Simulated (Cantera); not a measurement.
A closed system holds: 1 mol CF₄, 0.1 mol CH₄, 2.1 mol H₂, 0.015 mol F₂, held at 750 Torr.

These are equilibrium values from Cantera (NASA tables, ideal gas, pure condensed phases), not measurements of a reactor. Candidate condensed phases: C, C₆H₆, C₇H₈, C₈H₁₈; 95 gas species. Equilibrium is a limit: real reactors are often held back by kinetics, nucleation or transport. All values below are at 1627 °C.

Base state: HF 0.934, H₂ 0.0659, H 0.000204, C₂H₂ (acetylene) 2.52e-5 (mole fractions); condensed: C(graphite).

Problem. What changes in the equilibrium state with this change: CF₄ replaced by CH₃F?

Solution. 
```tsv
species	before	after
H₂	0.0659	0.760
HF	0.934	0.239
H	0.000204	0.000692
CH₄	2.44e-6	0.000325
C₂H₂ (acetylene)	2.52e-5	0.000290
C(graphite), mol	1.10	1.10
```
